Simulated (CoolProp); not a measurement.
n-butane along the isobar 4.51 MPa: density (kg/m³) from the reference equation and from simpler models built on Tc = 425.1 K, pc = 3.796 MPa, ω = 0.201; each cubic takes its own stable root.

The numbers come from the reference Helmholtz-energy equation of state, Bücker 2006 in CoolProp.

```
T (K)   phase  reference  Redlich-Kwong  Soave-Redlich-Kwong  Peng-Robinson
-----  ------  ---------  -------------  -------------------  -------------
169.2  liquid      705.3          645.2                649.0          727.6
186.8  liquid      689.2              ?                637.8          715.8
204.4  liquid      672.9          618.8                625.7              ?
221.9  liquid      656.5          604.3                612.7          689.1
239.5  liquid      639.7          588.8                598.6          673.9
257.1  liquid      622.5              ?                583.3          657.4
274.7  liquid      604.7          554.4                566.7          639.3
292.3  liquid          ?          535.3                548.5          619.4
309.8  liquid      566.9          514.8                528.7          597.4
```

Problem. Complete the blanks.

Solution. 
- 186.8, Redlich-Kwong: 632.4
- 204.4, Peng-Robinson: 702.9
- 257.1, Redlich-Kwong: 572.1
- 292.3, reference: 586.2
